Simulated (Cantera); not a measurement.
## NiS + H2 + N2 (hydrogen reduction and annealing atmospheres)

Charge: 1 mol NiS, 280 mol H2, 0.4 mol N2, held at 0.0120 bar.

These are equilibrium values from Cantera (NASA tables, ideal gas, pure condensed phases), not measurements of a reactor. Candidate condensed phases: Ni, NiS, NiS2, Ni3S2, Ni3S4, S; 17 gas species. Equilibrium is a limit: real reactors are often held back by kinetics, nucleation or transport.

```tsv
T (K)	x H2	x H	x H2S	x Ni	x N2	x SH	x S	x S2	n Ni(s)	n Ni(l)
1300	0.995	1.01e-5	0.00353	2.35e-8	0.00143	1.88e-5	7.46e-8	8.51e-6	1.000	0
1375	0.995	3.12e-5	0.00348	1.99e-7	0.00143	4.27e-5	3.47e-7	2.06e-5	1.000	0
1450	0.995	8.61e-5	0.00339	1.34e-6	0.00143	8.76e-5	1.36e-6	4.43e-5	1.000	0
1525	0.995	0.000215	0.00323	7.45e-6	0.00143	0.000164	4.54e-6	8.43e-5	0.998	0
1600	0.995	0.000495	0.00299	3.52e-5	0.00143	0.000278	1.31e-5	0.000141	0.989	0
1675	0.994	0.00106	0.00267	0.000144	0.00142	0.000433	3.30e-5	0.000207	0.955	0
1750	0.993	0.00212	0.00229	0.000514	0.00142	0.000618	7.33e-5	0.000268	0	0.845
1825	0.990	0.00400	0.00189	0.00159	0.00142	0.000814	0.000145	0.000307	0	0.529
1900	0.985	0.00719	0.00151	0.00341	0.00141	0.00100	0.000260	0.000317	0	0
1975	0.980	0.0124	0.00120	0.00343	0.00141	0.00118	0.000434	0.000311	0	0
2050	0.972	0.0204	0.000917	0.00345	0.00140	0.00131	0.000666	0.000278	0	0
```
x: gas mole fraction; n: condensed amount in mol.

From 1300 K to 1675 K the condensed part is Ni(s). From 1750 K to 1825 K the condensed part is Ni(l). From 1900 K to 2050 K nothing is condensed. The main Ni-bearing gas is Ni throughout.
